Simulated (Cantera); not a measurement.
A freely propagating, adiabatic, planar premixed flame of 10.8 % CH4, 1.08 % H2, 18.5 % O2, 69.6 % N2, equivalence ratio 1.2, unburnt at 500 K and 0.450 bar; mixture-averaged transport, grid criteria slope 0.08 and curve 0.16, no radiation.

Detailed kinetics in Cantera: GRI-Mech 3.0 (53 species, 325 reactions). Burning velocities carry a grid error of a few per cent, more on coarse grids.

x: mole fraction of selected species; z is measured from the peak of heat release.

```
z (mm)  T (K)  u (m/s)    x CH4    x H2     x O2    x HCN      x OH       x HO2
------  -----  -------  -------  ------  -------  -------  --------  ----------
-2.06     500     1.11    0.108  0.0118    0.185    <1e-8     <1e-8  (withheld)
-1.37     502     1.11    0.108  0.0140    0.185    <1e-8     <1e-8  (withheld)
-1.03     508     1.13    0.107  0.0170    0.184    <1e-8   3.57e-8  (withheld)
-0.687    570     1.28    0.103  0.0237    0.179  9.76e-8   2.75e-6  (withheld)
-0.343    995     2.27   0.0736  0.0354    0.146  1.68e-6   5.23e-5  (withheld)
-0.172   1414     3.28   0.0408  0.0413    0.103  4.65e-6  0.000405  (withheld)
0        1791     4.20   0.0111  0.0423   0.0540  9.90e-6   0.00211  (withheld)
0.172    1962     4.61  0.00122  0.0369   0.0241  1.14e-5   0.00532  (withheld)
0.343    2005     4.70  7.37e-5  0.0326   0.0125  7.01e-6   0.00742  (withheld)
0.687    2029     4.74  2.20e-7  0.0315  0.00713  1.75e-6   0.00821  (withheld)
1.37     2056     4.78    <1e-8  0.0320  0.00570  1.42e-7   0.00801  (withheld)
2.75     2093     4.86    <1e-8  0.0314  0.00472    <1e-8   0.00752  (withheld)
5.49     2139     4.95    <1e-8  0.0304  0.00351    <1e-8   0.00668  (withheld)
```

### Question
Complete the blanks.

### Answer

- -2.06, x HO2: 8.44e-8
- -1.37, x HO2: 1.31e-6
- -1.03, x HO2: 7.26e-6
- -0.687, x HO2: 5.67e-5
- -0.343, x HO2: 8.78e-5
- -0.172, x HO2: 0.000133
- 0, x HO2: 7.99e-5
- 0.172, x HO2: 1.22e-5
- 0.343, x HO2: 2.37e-6
- 0.687, x HO2: 1.27e-6
- 1.37, x HO2: 1.03e-6
- 2.75, x HO2: 8.45e-7
- 5.49, x HO2: 6.28e-7
